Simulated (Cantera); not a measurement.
Thermodynamics of carbothermic reduction, feed Cu2O + CO + H2

Charge: 1 mol Cu2O, 0.62 mol CO, 0.59 mol H2, at 13300 Pa.

Method: chemical equilibrium by Gibbs-energy minimisation in Cantera with the NASA 1993 tables (ideal gas, pure condensed phases). Candidate condensed phases: C, C6H6, C7H8, C8H18, Cu, CuO, Cu(OH)2, Cu2O, H2O; 113 gas species. Rates play no part.

```tsv
T (K)	x CO2	x H2O	x Cu	x CO	x H2	x OH	x O2	x H	n Cu(s)	n Cu(l)
875	0.457	0.369	<1e-12	0.0554	0.118	<1e-12	<1e-12	4.72e-11	2.00	0
1075	0.426	0.400	1.92e-9	0.0863	0.0872	2.06e-10	<1e-12	1.19e-8	2.00	0
1275	0.406	0.421	6.49e-7	0.107	0.0667	3.83e-8	<1e-12	5.21e-7	2.00	0
1475	0.392	0.434	4.02e-5	0.120	0.0535	1.75e-6	8.96e-10	8.22e-6	0	2.00
1675	0.383	0.442	0.000856	0.129	0.0448	3.22e-5	1.74e-7	6.73e-5	0	2.00
1875	0.374	0.444	0.00933	0.133	0.0385	0.000317	1.11e-5	0.000352	0	1.99
2075	0.348	0.421	0.0632	0.131	0.0326	0.00194	0.000312	0.00132	0	1.92
2275	0.245	0.304	0.302	0.106	0.0238	0.00714	0.00394	0.00359	0	1.45
```
x: gas mole fraction; n: condensed amount in mol.

From 875 K to 1275 K the condensed part is Cu(s). From 1475 K to 2275 K the condensed part is Cu(l).
